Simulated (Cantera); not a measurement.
Charge: 1 mol Si, 0.99 mol O2, 200 mol N2, held at 0.0133 bar.

Equilibrium computed with Cantera from the NASA thermochemical tables; the gas is ideal and each condensed phase is pure. Candidate condensed phases: Si, SiO2, Si2N2O, Si3N4; 16 gas species. N2 is the only nitrogen source here; it is nearly inert below about 1500 K, so the nitride shown seldom forms there in practice. Mutual solubility and eutectic melting of coexisting phases are not modelled. The tables hold silica as quartz up to 1696 K and as liquid above; real silica turns to tridymite and cristobalite and melts near 1996 K. The numbers say what is thermodynamically allowed, not how fast it happens.

Which condensed phases are stable at each of these points (T (K)): 948, 1048, 1148, 1248, 1348, 1448, 1548, 1648, 1748, 1848, 1948, 2048, 2148?


```json
[
 {"T (K)": "948", "condensed phases": "SiO2(β-quartz) + Si2N2O(s)", "Si condensed (%)": "100.0"},
 {"T (K)": "1048", "condensed phases": "SiO2(β-quartz) + Si2N2O(s)", "Si condensed (%)": "100.0"},
 {"T (K)": "1148", "condensed phases": "SiO2(β-quartz) + Si2N2O(s)", "Si condensed (%)": "100.0"},
 {"T (K)": "1248", "condensed phases": "SiO2(β-quartz) + Si2N2O(s)", "Si condensed (%)": "100.0"},
 {"T (K)": "1348", "condensed phases": "SiO2(β-quartz) + Si2N2O(s)", "Si condensed (%)": "99.9"},
 {"T (K)": "1448", "condensed phases": "SiO2(β-quartz)", "Si condensed (%)": "98.0"},
 {"T (K)": "1548", "condensed phases": "SiO2(β-quartz)", "Si condensed (%)": "98.0"},
 {"T (K)": "1648", "condensed phases": "SiO2(β-quartz)", "Si condensed (%)": "98.0"},
 {"T (K)": "1748", "condensed phases": "SiO2(condensed)", "Si condensed (%)": "98.0"},
 {"T (K)": "1848", "condensed phases": "SiO2(condensed)", "Si condensed (%)": "97.2"},
 {"T (K)": "1948", "condensed phases": "SiO2(condensed)", "Si condensed (%)": "91.1"},
 {"T (K)": "2048", "condensed phases": "SiO2(l)", "Si condensed (%)": "63.5"},
 {"T (K)": "2148", "condensed phases": "gas only", "Si condensed (%)": "0.0"}
]
```

From 948 K to 1348 K the condensed part is SiO2(β-quartz) + Si2N2O(s). From 1448 K to 1648 K the condensed part is SiO2(β-quartz). From 1748 K to 1948 K the condensed part is SiO2(condensed). At 2048 K the condensed part is SiO2(l). At 2148 K nothing is condensed.
